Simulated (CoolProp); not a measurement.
Hydrogen chloride at several states: Z from the reference equation and from simpler models built on Tc = 324.7 K, pc = 8.314 MPa, ω = 0.130; each cubic takes its own stable root.

Model: reference Helmholtz-energy equation of state, Thol 2018, in CoolProp.

```csv
T (K),p (MPa),phase,reference,van der Waals,Soave-Redlich-Kwong
614.7,15.9,supercritical,(withheld),(withheld),(withheld)
471.3,0.0348,gas,0.9995,0.9995,0.9996
362.5,0.167,gas,0.9946,0.9954,0.9952
237.1,0.256,gas,(withheld),0.9806,0.9732
278.6,0.0116,gas,0.9992,0.9994,0.9992
```

### Question
Complete the blanks.

### Answer

- 614.7, reference: 0.9424
- 614.7, van der Waals: 0.9140
- 614.7, Soave-Redlich-Kwong: 0.9798
- 237.1, reference: 0.9670
